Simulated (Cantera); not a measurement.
Input: 1 mol MgO, 0.22 mol O2, 0.41 mol CO2, 0.85 mol SO2, at 1800 K and 10.0 mbar.

Method: chemical equilibrium by Gibbs-energy minimisation in Cantera with the NASA 1993 tables (ideal gas, pure condensed phases). Candidate condensed phases: C, Mg, MgCO3, MgO, MgS, MgSO4, S; 26 gas species. Rates play no part.

Base state: SO2 0.573, CO2 0.275, O2 0.149, CO 0.00147, O 0.000470, SO 0.000294, SO3 0.000233 (mole fractions); condensed: MgO(s).

Task: What changes in the equilibrium state with this change: temperature from 1800 K to 800 K?

Result: 
| species | before | after |
|---|---|---|
| CO2 | 0.275 | 0.500 |
| SO2 | 0.573 | 0.500 |
| CO | 0.00147 | 9.38e-7 |
| O2 | 0.149 | <1e-9 |
| O | 0.000470 | <1e-9 |
| SO | 0.000294 | 1.64e-8 |
| SO3 | 0.000233 | 1.13e-7 |
| MgO(s), mol | 1.00 | 0.560 |
| MgSO4(s), mol | 0 | 0.440 |
